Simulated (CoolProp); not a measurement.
Vapour-liquid equilibrium of R124 (1) + R142b (2) at 0.0475 MPa; x and y are mole fractions of (1).

Model: multi-fluid Helmholtz-energy mixture model, de Vries 1995 and Lemmon 2006; pair parameters Bell 2016, in CoolProp.

**Question.** Give the bubble temperature and the first vapour's composition at x = 0.2, 0.35, 0.8. Is there an azeotrope?

**Answer.** x = 0.2: 246.5 K, y = 0.209; x = 0.35: 246.3 K, y = 0.365; x = 0.8: 245.3 K, y = 0.825. No azeotrope shows between x = 0.05 and 0.95.

Pair parameters are fitted to limited data, so mixtures are less certain than the pure fluids.
